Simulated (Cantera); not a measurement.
An isothermal plug-flow reactor at 1250 K and 0.360 bar (inlet), inlet velocity 1.4 m/s, active area per volume 590 1/m; feed CH₄ : O₂ : N₂ = 0.039 : 0.012 : 0.79 (molar parts).

Cantera simulation using Deutschmann's 1995 Pt surface mechanism with GRI-Mech 3.0 gas chemistry; the numbers are that mechanism's predictions, not measurements. Catalytic surfaces can have several steady states; this one follows from the mechanism file's or the stated starting coverage. Mass transfer to the wall is taken as infinitely fast.

Task: What does this change do: area per volume 590 to 220 1/m?

Result: 
| quantity | before | after |
|---|---|---|
| x(CH₄) at z = 0.05 m | 0.0233 | 0.0240 |
| x(O₂) at z = 0.05 m | 0.00121 | 0.00146 |
| x(H₂O) at z = 0.05 m | 0.00363 | 0.00375 |
| x(CO₂) at z = 0.05 m | 6.33e-6 | 6.38e-6 |
| x(CO) at z = 0.05 m | 0.0216 | 0.0210 |
| θ(free Pt) at the exit | 0.0317 | 0.0545 |
| θ(C*) at the exit | 0.968 | 0.945 |

Task: What does this change do: temperature 1250 to 1298 K?

Result: 
| quantity | before | after |
|---|---|---|
| x(CH₄) at z = 0.05 m | 0.0233 | 0.0219 |
| x(O₂) at z = 0.05 m | 0.00121 | 0.00109 |
| x(H₂O) at z = 0.05 m | 0.00363 | 0.00251 |
| x(CO₂) at z = 0.05 m | 6.33e-6 | 9.38e-6 |
| x(CO) at z = 0.05 m | 0.0216 | 0.0229 |
| θ(free Pt) at the exit | 0.0317 | 0.0308 |
| θ(C*) at the exit | 0.968 | 0.969 |
